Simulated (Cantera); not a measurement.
Charge: 1 mol CaCO3, 0.13 mol H2O, at 1200 Pa.

Method: chemical equilibrium by Gibbs-energy minimisation in Cantera with the NASA 1993 tables (ideal gas, pure condensed phases). Candidate condensed phases: C, C6H6, C7H8, C8H18, Ca, CaCO3, CaO, Ca(OH)2, H2O; 115 gas species. The numbers say what is thermodynamically allowed, not how fast it happens.

### Question
At 1348 K, list the 5 most abundant gas species with their mole fractions, and the condensed phases.

### Answer
CO2 0.885, H2O 0.115, CO 0.000265, O2 0.000139, H2 1.76e-5. Condensed: CaO(s).
